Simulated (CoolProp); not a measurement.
A single-stage vapour-compression cycle with the fluid: evaporating at 193.15 K (dew point), condensing at 248.15 K (bubble point), superheat 10 K, subcooling 0 K, compressor efficiency 0.85, no pressure losses. The same conditions are run with several fluids, on thermodynamics alone (safety and materials aside).

Values from CoolProp's reference Helmholtz-energy equation of state of each fluid (hydrogen chloride: Thol 2018; R115: Lemmon 2016; propylene: Lemmon 2013; CH3F (R41): Lemmon 2006; propane: Lemmon 2009; R143a: Lemmon and Jacobsen 2000).

```csv
fluid,cooling COP,pressure ratio,discharge temperature (K),refrigerating effect (kJ/kg),volumetric capacity (kJ/m³)
hydrogen chloride,2.12,9.50,(withheld),352,1040
R115,2.30,17.8,272.2,(withheld),90.3
propylene,2.37,14.6,316.8,365,160
CH3F (R41),2.18,10.5,368.8,(withheld),737
propane,2.39,15.6,306.1,354,121
R143a,2.34,16.6,301.3,183,145
```

Q: Complete the blanks.

A: 
- hydrogen chloride, discharge temperature (K): 415.4
- R115, refrigerating effect (kJ/kg): 94.9
- CH3F (R41), refrigerating effect (kJ/kg): 383
